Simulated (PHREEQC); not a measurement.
# Spent oxide etchant: speciation

Make-up at 90 °C: 0.0092 mol/kgw NH4HF2, 7.9e-05 mol/kgw H2SiF6, 0.032 mol/kgw H3PO4 and 0.057 mol/kgw H2SO4. Closed to the air; pH follows from the charge balance.

All values are PHREEQC results (ion-association model, phreeqc.dat), not measurements.

No solid was allowed to form.

Predict the pH, density, ionic strength.

pH 1.34; density 0.970 g/cm³; ionic strength 0.0690 mol/kgw.

In which forms is N present?

NH4+ 98 %, NH4SO4- 2.0 % of the N.

Species that the database lacks are ignored. Constants without temperature data keep their 25 °C values here. SiF6-2 is the database's only silicon fluoride.
